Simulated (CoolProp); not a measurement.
C2F6 (R116) at 238.04 K and 0.175 MPa is compressed adiabatically to 0.6 MPa with isentropic efficiency 0.85. Each further row changes one setting.

Model: reference Helmholtz-energy equation of state, Lemmon 2006, in CoolProp. It is a short technical equation, of lower accuracy than the large ones.

```json
[
 {"case": "as stated", "work (kJ/kg)": "20.7", "final temperature (K)": "272.1", "final density (kg/m³)": "40.3"},
 {"case": "efficiency 1", "work (kJ/kg)": "17.6", "final temperature (K)": "268.1", "final density (kg/m³)": "41.1"},
 {"case": "efficiency 0.65", "work (kJ/kg)": "27.0", "final temperature (K)": "280.2", "final density (kg/m³)": "38.7"}
]
```
